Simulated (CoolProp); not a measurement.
Vapour pressure (bar) of methane: the reference equation beside estimates from Tc = 190.6 K, pc = 45.99 bar, ω = 0.011. Clausius-Clapeyron is anchored at 148.3 K with a constant enthalpy of vaporisation of 6.715 kJ/mol.

Model: reference Helmholtz-energy equation of state, Setzmann 1991, in CoolProp.

```tsv
T (K)	reference	Clausius-Clapeyron	van der Waals	Soave-Redlich-Kwong
137.2	5.531	6.193	10.63	5.547
140.9	6.715	7.228	12.12	6.753
144.6	8.074	8.370	13.74	8.138
148.3	9.622	9.622	15.50	9.717
152	11.37	10.99	17.39	11.50
155.8	13.40	12.51	19.48	13.57
159.5	15.60	14.10	21.66	15.82
163.2	18.06	15.82	23.99	18.32
166.9	20.78	17.65	26.46	21.09
170.6	23.79	19.61	29.09	24.14
174.3	27.10	21.68	31.87	27.48
178	30.74	23.87	34.81	31.12
181.8	34.84	26.25	37.99	35.21
```

Absolute difference from the reference over all 13 rows, mean and median: Clausius-Clapeyron 11.9 and 12.0 %, van der Waals 43.3 and 38.8 %, Soave-Redlich-Kwong 1.1 and 1.2 %.
